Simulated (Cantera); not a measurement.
An isothermal, constant-pressure homogeneous reactor starts with NO : N₂ = 1 : 4.5 (molar parts), at 2000 K and 0.132 atm.

Cantera simulation using GRI-Mech 3.0 (53 species, 325 reactions); the numbers are that mechanism's predictions, not measurements.

Question: Predict: x(NO) at 30.0 s; x(N₂) at 30.0 s; x(N₂O) at 30.0 s; x(O₂) at 30.0 s; x(NO₂) at 30.0 s; x(O) at 30.0 s.

Answer: 
```
Item                                                  Value
----------------  -----------------------------------------
x(NO) at 30.0 s     0.00650 (gas-phase equilibrium 0.00534)
x(N₂) at 30.0 s         0.906 (gas-phase equilibrium 0.906)
x(N₂O) at 30.0 s    1.22e-7 (gas-phase equilibrium 1.17e-7)
x(O₂) at 30.0 s       0.0874 (gas-phase equilibrium 0.0879)
x(NO₂) at 30.0 s    2.64e-6 (gas-phase equilibrium 2.17e-6)
x(O) at 30.0 s    0.000545 (gas-phase equilibrium 0.000547)
```
